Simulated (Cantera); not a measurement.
A closed system holds: 1 mol AlBr3, 89 mol NH3, 550 mol H2, held at 1548 K.

Equilibrium computed with Cantera from the NASA thermochemical tables; the gas is ideal and each condensed phase is pure. Candidate condensed phases: Al, AlBr3, AlN, Br2; 19 gas species. Rates play no part.

x: gas mole fraction; n: condensed amount in mol.

```csv
P (Pa),x H2,x N2,x HBr,x H,x AlBr,n AlN(s)
10,0.932,0.0608,0.00218,(withheld),0.00134,0
37,0.933,0.0609,0.00241,(withheld),0.00136,0
140,0.934,0.0609,0.00256,(withheld),0.00136,0
520,0.935,0.0609,0.00264,(withheld),0.00137,0
1900,0.935,0.0606,0.00353,(withheld),0.000507,0.628
7200,0.935,0.0604,0.00392,(withheld),0.000149,0.889
27000,0.935,0.0604,0.00404,(withheld),4.09e-5,0.968
100000,0.935,0.0604,0.00408,(withheld),1.12e-5,0.989
```

Task: Fill in the missing entries.

Result: 
- 10, x H: 0.00297
- 37, x H: 0.00155
- 140, x H: 0.000795
- 520, x H: 0.000413
- 1900, x H: 0.000216
- 7200, x H: 0.000111
- 27000, x H: 5.73e-5
- 100000, x H: 2.98e-5
